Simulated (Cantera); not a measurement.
Source: NASA polynomial tables (part measured, part estimated), evaluated in Cantera. Values are per mole of reaction as written; species without (g) are pure solids or liquids, kept so even where they would boil at 1 bar.

Na2SO4 ⇌ Na2S + 4 O(g)

| T (K) | ΔH° (kJ) | ΔS° (J/K) | ΔG° (kJ) | log10 K |
|---|---|---|---|---|
| 2450 | 1991.3 | 565.9 | 604.9 | -12.90 |
| 2500 | ___ | ___ | ___ | ___ |
| 2550 | ___ | ___ | ___ | ___ |
| 2600 | 1988.1 | 564.6 | 520.2 | -10.45 |
| 2650 | 1987.0 | 564.2 | 491.9 | -9.70 |
| 2700 | 1985.9 | 563.8 | 463.7 | -8.97 |

Q: What belongs in the gaps?

A: 
- 2500, ΔH° (kJ): 1990.2
- 2500, ΔS° (J/K): 565.4
- 2500, ΔG° (kJ): 576.7
- 2500, log10 K: -12.05
- 2550, ΔH° (kJ): 1989.2
- 2550, ΔS° (J/K): 565.0
- 2550, ΔG° (kJ): 548.4
- 2550, log10 K: -11.23
